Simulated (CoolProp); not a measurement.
The fluid at 293.15 K and 0.367 MPa flows at 14 m/s in a round tube of 2 mm bore and 15 µm roughness, fully developed (64/Re and Nu = 3.66 if laminar; Colebrook and Gnielinski if turbulent). The same conditions are run with several fluids, on thermodynamics alone (safety and materials aside).

Model: reference Helmholtz-energy equation of state of each fluid (ammonia: Gao 2020; R404A: Lemmon 2003; R410A: Lemmon 2003; oxygen: Schmidt 1985; R125: Lemmon 2005), in CoolProp. Blends and air are pseudo-pure fits.

```json
[
 {"fluid": "ammonia", "Reynolds number": "7630", "Darcy friction factor": "0.0420", "pressure drop (Pa/m)": "5510", "heat-transfer coefficient (W/(m² K))": "424", "mass flow (kg/h)": "0.424"},
 {"fluid": "R404A", "Reynolds number": "36500", "Darcy friction factor": "0.0364", "pressure drop (Pa/m)": "28100", "heat-transfer coefficient (W/(m² K))": "998", "mass flow (kg/h)": "2.49"},
 {"fluid": "R410A", "Reynolds number": "25300", "Darcy friction factor": "0.0371", "pressure drop (Pa/m)": "21000", "heat-transfer coefficient (W/(m² K))": "694", "mass flow (kg/h)": "1.83"},
 {"fluid": "oxygen", "Reynolds number": "6650", "Darcy friction factor": "0.0429", "pressure drop (Pa/m)": "10100", "heat-transfer coefficient (W/(m² K))": "348", "mass flow (kg/h)": "0.765"},
 {"fluid": "R125", "Reynolds number": "42200", "Darcy friction factor": "0.0361", "pressure drop (Pa/m)": "34100", "heat-transfer coefficient (W/(m² K))": "1130", "mass flow (kg/h)": "3.05"}
]
```

Transport values come from each fluid's own correlations.
